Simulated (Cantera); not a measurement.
Cantera with NASA thermochemical tables; ideal gases at 1 bar, condensed phases pure. Values are per mole of reaction as written; species without (g) are pure solids or liquids, kept so even where they would boil at 1 bar.

Between 300 and 2698 K, where is each reaction favourable under standard conditions?
- TaO₂(g) + 2 N₂(g) ⇌ 2 N₂O(g) + Ta


- TaO₂(g) + 2 N₂(g) ⇌ 2 N₂O(g) + Ta: ΔG° is 419 kJ at 300 K and 812 kJ at 2698 K; it stays positive (K < 1). ΔH° is 411 kJ and ΔS° -149 J/K at 2698 K.
